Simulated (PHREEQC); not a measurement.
A solution holds 0.11 mol K2CO3 per kg of water, at 25 °C. Closed to the air; pH follows from the charge balance.

Equilibrium calculation in PHREEQC: ion-association model, wateq4f.dat.

No solid was allowed to form.

Task: Estimate the pH, activity of water, ionic strength.

Result: pH 11.37; activity of water 0.994; ionic strength 0.327 mol/kgw.

Task: In which forms is C present?

Result: CO3-2 97 %, HCO3- 3.2 % of the C.
